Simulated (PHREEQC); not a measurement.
Consider water at 25 °C with 92 mmol/kgw LiOH and 0.0078 mmol/kgw H4SiO4. Closed to the air; pH follows from the charge balance.

Equilibrium calculation in PHREEQC: Pitzer model, pitzer.dat.

The pH is 12.83. The ionic strength comes out as 0.0920 mol/kgw. The specific conductance is 18200 µS/cm, the density comes out as 1.000 g/cm³ and the osmotic coefficient is 0.921. The total alkalinity comes out as 92.0 meq/kg.

| species | molality | activity | log γ |
|---|---|---|---|
| Li+ | 0.0920 | 0.0717 | -0.108 |
| OH- | 0.0920 | 0.0686 | -0.127 |
| H2SiO4-2 | 4.30e-6 | 1.19e-6 | -0.559 |
| H3SiO4- | 3.50e-6 | 2.56e-6 | -0.136 |
| H4SiO4 | 2.49e-9 | 2.55e-9 | 0.011 |

This is a speciation only: nothing precipitates in the calculation.
